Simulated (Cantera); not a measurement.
Mixture: 10.4 % CH4, 18.8 % O2, 70.8 % N2, equivalence ratio 1.1, at 24800 Torr, adiabatic and at constant pressure. Ignition delay is the time to a rise of 400 K.

Cantera simulation using GRI-Mech 3.0 (53 species, 325 reactions); the numbers are that mechanism's predictions, not measurements. The pressure lies above the range GRI-Mech 3.0 was tuned for (to about 10 atm).

**Question.** Predict: delay at 1225 K; delay at 1325 K; delay at 1425 K; delay at 1525 K; delay at 1625 K; delay at 1725 K; apparent activation energy between 1525 and 1725 K.

**Answer.** 
- delay at 1225 K: 0.962 ms
- delay at 1325 K: 0.327 ms
- delay at 1425 K: 0.125 ms
- delay at 1525 K: 51.7 µs
- delay at 1625 K: 22.8 µs
- delay at 1725 K: 10.7 µs
- apparent activation energy between 1525 and 1725 K: 170 kJ/mol
